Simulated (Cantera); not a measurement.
Feed: 1 mol BF3, 9 mol H2O, 1.6 mol H2, equilibrated at 1927 °C and 0.133 bar.

These are equilibrium values from Cantera (NASA tables, ideal gas, pure condensed phases), not measurements of a reactor. Candidate condensed phases: B, B2O3, B3O3H3, H2O; 43 gas species. Rates play no part.

Base state: H2O 0.584, HF 0.202, H2 0.126, HBO2 0.0427, BOF 0.0349, H 0.00547, OH 0.00354, B2O3 0.000435 (mole fractions); condensed: gas only.

**Question.** What changes in the equilibrium state with this change: H2O from 9 to 0.77 mol?

**Answer.** 
| species | before | after |
|---|---|---|
| HF | 0.202 | 0.378 |
| H2 | 0.126 | 0.371 |
| BOF | 0.0349 | 0.181 |
| H2O | 0.584 | 0.00180 |
| BF3 | 7.83e-6 | 0.0461 |
| HBO2 | 0.0427 | 0.000364 |
| O2 | 0.000210 | <1e-9 |
| BHF2 | 8.18e-8 | 0.000758 |
| BF2 | 1.76e-6 | 0.00949 |
| BF | 1.88e-7 | 0.000929 |
| O | 0.000107 | 1.12e-7 |
The tables' values for BF2 are old estimates; treat these amounts as uncertain.
